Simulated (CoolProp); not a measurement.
The numbers come from the reference Helmholtz-energy equation of state, Akasaka 2024 in CoolProp.

For R1132(E), give the phase and the density (kg/m³), cp (kJ/(kg K)), cv (kJ/(kg K)) at 321.9 K and 0.717 MPa; 330.1 K and 0.717 MPa; 346.4 K and 0.717 MPa.


- 321.9 K and 0.717 MPa: gas; density 18.4, cp 1.06, cv 0.877
- 330.1 K and 0.717 MPa: gas; density 17.8, cp 1.06, cv 0.888
- 346.4 K and 0.717 MPa: gas; density 16.8, cp 1.08, cv 0.910
